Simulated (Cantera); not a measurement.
Adiabatic ignition

An adiabatic, constant-volume homogeneous reactor starts with 5.98 % CH4, 8.55 % O2, 85.5 % N2, at 1748 K and 130000 Pa.

Computed with Cantera and GRI-Mech 3.0 (53 species, 325 reactions).

```
t (s)     T (K)  P (bar)   x CH4      x O2      x CO     x C2H    x NO2
--------  -----  -------  ------  --------  --------  --------  -------
9.00e-6    1748     1.30  0.0597    0.0855   2.15e-8    <1e-12   <1e-12
2.10e-5    1748     1.30  0.0597    0.0854   2.62e-7    <1e-12   <1e-12
4.90e-5    1747     1.30  0.0594    0.0854   4.82e-6    <1e-12   <1e-12
0.000115   1749     1.30  0.0578    0.0846  0.000153  2.88e-11   <1e-12
0.000267   2437     1.91  <1e-12   0.00318    0.0409    <1e-12  6.21e-9
0.000624   2619     2.03  <1e-12  0.000834    0.0395    <1e-12  2.59e-8
0.00146    2639     2.04  <1e-12  0.000563    0.0395    <1e-12  4.55e-8
0.00340    2636     2.04  <1e-12  0.000535    0.0396    <1e-12  6.87e-8
0.00794    2634     2.04  <1e-12  0.000523    0.0396    <1e-12  8.03e-8
0.0185     2634     2.04  <1e-12  0.000522    0.0396    <1e-12  8.13e-8
0.0433     2634     2.04  <1e-12  0.000522    0.0396    <1e-12  8.13e-8
0.101      2634     2.04  <1e-12  0.000522    0.0396    <1e-12  8.13e-8
0.236      2634     2.04  <1e-12  0.000522    0.0396    <1e-12  8.13e-8
0.550      2634     2.04  <1e-12  0.000522    0.0396    <1e-12  8.13e-8
1.29       2634     2.04  <1e-12  0.000522    0.0396    <1e-12  8.13e-8
3.00       2634     2.04  <1e-12  0.000522    0.0396    <1e-12  8.13e-8
```
x: mole fraction; the columns are a selection and need not sum to one.

The time of steepest temperature rise is 0.251 ms, the temperature at 3.00 s comes out as 2634 K and the equilibrium temperature comes out as 2634 K. The x(CH4) at 3.00 s comes out as <1e-12 (gas-phase equilibrium <1e-12). The x(O2) at 3.00 s comes out as 0.000522 (gas-phase equilibrium 0.000522) and the x(CO) at 3.00 s is 0.0396 (gas-phase equilibrium 0.0396).
